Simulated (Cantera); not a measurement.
A closed system holds: 1 mol Si, 0.93 mol HCl, 4.9 mol H2, 0.019 mol NH3, equilibrated at 8.10 bar.

These are equilibrium values from Cantera (NASA tables, ideal gas, pure condensed phases), not measurements of a reactor. Candidate condensed phases: NH4Cl, Si, Si3N4; 28 gas species. Mutual solubility and eutectic melting of coexisting phases are not modelled. Rates play no part.

Problem. What share of the Si ends up in condensed phases as a function of T (°C), at 575, 625, 675, 725, 775, 825, 875, 925, 975, 1025, 1075, 1125, 1175?

Solution. 
| T (°C) | Si condensed (%) | as |
|---|---|---|
| 575 | 71.8 | Si(s) + Si3N4(s) |
| 625 | 71.9 | Si(s) + Si3N4(s) |
| 675 | 72.1 | Si(s) + Si3N4(s) |
| 725 | 72.4 | Si(s) + Si3N4(s) |
| 775 | 72.7 | Si(s) + Si3N4(s) |
| 825 | 73.2 | Si(s) + Si3N4(s) |
| 875 | 73.7 | Si(s) + Si3N4(s) |
| 925 | 74.3 | Si(s) + Si3N4(s) |
| 975 | 75.0 | Si(s) + Si3N4(s) |
| 1025 | 75.8 | Si(s) + Si3N4(s) |
| 1075 | 76.6 | Si(s) + Si3N4(s) |
| 1125 | 77.3 | Si(s) + Si3N4(s) |
| 1175 | 77.9 | Si(s) + Si3N4(s) |
